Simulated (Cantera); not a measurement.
An isothermal, constant-pressure homogeneous reactor starts with 21.7 % CH₄, 56.5 % H₂O, 21.7 % H₂, at 1348 K and 0.380 bar.

Cantera simulation using GRI-Mech 3.0 (53 species, 325 reactions); the numbers are that mechanism's predictions, not measurements.

**Question.** Predict: x(CH₄) at 30.0 s; x(H₂O) at 30.0 s; x(H₂) at 30.0 s; x(C₂H₆) at 30.0 s; x(H) at 30.0 s; x(OH) at 30.0 s.

**Answer.** 
```
Quantity                                             Value
-----------------  ---------------------------------------
x(CH₄) at 30.0 s     0.127 (gas-phase equilibrium 6.99e-7)
x(H₂O) at 30.0 s       0.517 (gas-phase equilibrium 0.219)
x(H₂) at 30.0 s        0.316 (gas-phase equilibrium 0.629)
x(C₂H₆) at 30.0 s   4.00e-5 (gas-phase equilibrium <1e-12)
x(H) at 30.0 s     1.68e-6 (gas-phase equilibrium 3.00e-6)
x(OH) at 30.0 s    4.41e-8 (gas-phase equilibrium 1.68e-8)
```
